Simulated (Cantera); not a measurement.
A Cantera script and its output.

```python
import numpy as np
import cantera as ct

gas = ct.Solution("gri30.yaml")


def delay(T, t_max=10):
    gas.TPX = T, 100000, {'CH3OH': 1.5, 'O2': 1.36, 'N2': 5.13}
    reactor = ct.IdealGasConstPressureReactor(gas, clone=False)
    net = ct.ReactorNet([reactor])
    net.rtol, net.atol = 1e-8, 1e-16
    while net.time < t_max:
        t_old, T_old = net.time, reactor.T
        net.step()
        if reactor.T > T + 400:  # ignition: a rise of 400 K
            return t_old + (T + 400 - T_old) / (reactor.T - T_old) * (net.time - t_old)
    return np.nan


taus = []
for T in [1075, 1125, 1175, 1225, 1275, 1325, 1375, 1425, 1475, 1525]:
    taus.append(delay(T))
    print(f"T0 = {T:6g} K   tau = {taus[-1]:.4e} s")
```

Result:

```
T0 =   1075 K   tau = 8.6935e-02 s
T0 =   1125 K   tau = 3.2176e-02 s
T0 =   1175 K   tau = 1.3011e-02 s
T0 =   1225 K   tau = 5.6953e-03 s
T0 =   1275 K   tau = 2.6786e-03 s
T0 =   1325 K   tau = 1.3454e-03 s
T0 =   1375 K   tau = 7.1801e-04 s
T0 =   1425 K   tau = 4.0531e-04 s
T0 =   1475 K   tau = 2.4090e-04 s
T0 =   1525 K   tau = 1.5003e-04 s
```

Cantera simulation using GRI-Mech 3.0 (53 species, 325 reactions); the numbers are that mechanism's predictions, not measurements. GRI-Mech 3.0 was tuned for natural gas; its chemistry of methanol as a main component is partial and can be far from experiment.
